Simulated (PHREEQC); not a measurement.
A PHREEQC input (ion-association model, phreeqc.dat):

```
SOLUTION 1
  temp 298.15
  units mg/kgw
  pH 6.38
  pe 10.1
  Na 141
  K 3.93
  Ca 99.7
  Mg 44.1
  Cl 190
  S(6) 124 as SO4
  Alkalinity 448 as HCO3
  Ba 2.75
  Zn 25.2
END
USE solution 1
EQUILIBRIUM_PHASES 1
  Quartz 0 0.5
  Gypsum 0 0
  CO2(g) -2.5 10
END
```

It stops with these messages:

```
WARNING: Maximum iterations exceeded, 100
WARNING: Maximum iterations exceeded, 100
WARNING: The program has failed to converge to a numerical solution.
ERROR:           Alkalinity has not converged. Total: 7.341963e-03	Calculated: -3.021461e-05	Residual: 7.372178e-03
ERROR: Is non-carbonate alkalinity greater than total alkalinity?
ERROR:                   Ba has not converged. Total: 2.002330e-05	Calculated: 4.285871e-07	Residual: 1.959471e-05
ERROR:                   Ca has not converged. Total: 2.487525e-03	Calculated: 6.061775e-06	Residual: 2.481463e-03
ERROR:                   Cl has not converged. Total: 5.359208e-03	Calculated: 2.911315e-03	Residual: 2.447893e-03
ERROR:                    K has not converged. Total: 1.005064e-04	Calculated: 7.169117e-05	Residual: 2.881520e-05
ERROR:                   Mg has not converged. Total: 1.813919e-03	Calculated: 2.866575e-04	Residual: 1.527262e-03
ERROR:                   Na has not converged. Total: 6.133155e-03	Calculated: 1.496477e-03	Residual: 4.636678e-03
ERROR:                 S(6) has not converged. Total: 1.290806e-03	Calculated: 3.869901e-04	Residual: 9.038160e-04
ERROR:                   Zn has not converged. Total: 3.854979e-04	Calculated: 4.088102e-05	Residual: 3.446169e-04
ERROR:               A(H2O) Activity of water has not converged. 	Residual: 1.600009e+01
ERROR: Model failed to converge for initial solution  1.
```

Question: Find the cause and the fix.

Answer: The fault: the temperature typed in kelvin. The line should read `temp 25` where the input has `temp 298.15`. With the mend the run ends at pH 8.04 and ionic strength 0.0190 mol/kgw.
